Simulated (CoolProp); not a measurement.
Vapour-liquid equilibrium of R13 (1) + isobutane (2) at 0.0516 MPa; x and y are mole fractions of (1).

The numbers come from the multi-fluid Helmholtz-energy mixture model, Platzer 1990 and Bücker 2006; pair parameters Bell 2016 in CoolProp. This equation is an older, rougher fit; its heat capacities, sound speeds and derivatives of the liquid may be far off and weren't checked against measurements.

Give the bubble temperature and the first vapour's composition at x = 0.05, 0.45, 0.65. Is there an azeotrope?

x = 0.05: 221.8 K, y = 0.707; x = 0.45: 188.0 K, y = 0.980; x = 0.65: 184.8 K, y = 0.988. No azeotrope shows between x = 0.05 and 0.95.

Pair parameters are fitted to limited data, so mixtures are less certain than the pure fluids. With so large a gap from Raoult's law the liquid may split in two, which this calculation doesn't test in full.
